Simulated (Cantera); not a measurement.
Charge: 1 mol SiCl4, 0.62 mol Cl2, 14 mol H2, at 1.00 bar.

These are equilibrium values from Cantera (NASA tables, ideal gas, pure condensed phases), not measurements of a reactor. Candidate condensed phases: Si; 19 gas species. The tables' values for SiCl3 are old estimates; treat these amounts as uncertain. Kinetics and transport are ignored. All values below are at 1473 K.

Base state: H2 0.793, HCl 0.145, SiCl2 0.0228, SiCl4 0.0182, SiCl3 0.0110, SiHCl3 0.00938, SiH2Cl2 0.000757, SiH3Cl 1.78e-5 (mole fractions); condensed: gas only.

### Question
What changes in the equilibrium state with this change: Cl2 from 0.62 to 2.1 mol?

### Answer
| species | before | after |
|---|---|---|
| H2 | 0.793 | 0.665 |
| HCl | 0.145 | 0.277 |
| SiCl4 | 0.0182 | 0.0319 |
| SiCl2 | 0.0228 | 0.00911 |
| SiCl3 | 0.0110 | 0.00922 |
| SiH3Cl | 1.78e-5 | 2.61e-6 |
| SiH2Cl2 | 0.000757 | 0.000254 |
